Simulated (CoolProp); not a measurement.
Properties of R227EA along the isotherm 475 K (Tc = 374.9 K, pc = 29.25 bar, ω = 0.358).

The numbers come from the reference Helmholtz-energy equation of state, Lemmon 2016 in CoolProp.

```json
[
 {"p (bar)": "0.139", "phase": "gas", "density (kg/m³)": "0.5988", "cp (kJ/(kg K))": "1.033", "isothermal compressibility (1/MPa)": "71.99"},
 {"p (bar)": "0.285", "phase": "gas", "density (kg/m³)": "1.229", "cp (kJ/(kg K))": "1.033", "isothermal compressibility (1/MPa)": "35.14"},
 {"p (bar)": "0.585", "phase": "gas", "density (kg/m³)": "2.526", "cp (kJ/(kg K))": "1.034", "isothermal compressibility (1/MPa)": "17.14"},
 {"p (bar)": "1.2", "phase": "gas", "density (kg/m³)": "5.197", "cp (kJ/(kg K))": "1.035", "isothermal compressibility (1/MPa)": "8.383"},
 {"p (bar)": "2.47", "phase": "gas", "density (kg/m³)": "10.76", "cp (kJ/(kg K))": "1.038", "isothermal compressibility (1/MPa)": "4.098"},
 {"p (bar)": "5.07", "phase": "gas", "density (kg/m³)": "22.38", "cp (kJ/(kg K))": "1.043", "isothermal compressibility (1/MPa)": "2.023"},
 {"p (bar)": "10.4", "phase": "gas", "density (kg/m³)": "47.18", "cp (kJ/(kg K))": "1.056", "isothermal compressibility (1/MPa)": "1.013"},
 {"p (bar)": "21.4", "phase": "gas", "density (kg/m³)": "103.0", "cp (kJ/(kg K))": "1.088", "isothermal compressibility (1/MPa)": "0.5224"},
 {"p (bar)": "43.9", "phase": "supercritical", "density (kg/m³)": "240.2", "cp (kJ/(kg K))": "1.184", "isothermal compressibility (1/MPa)": "0.2851"}
]
```
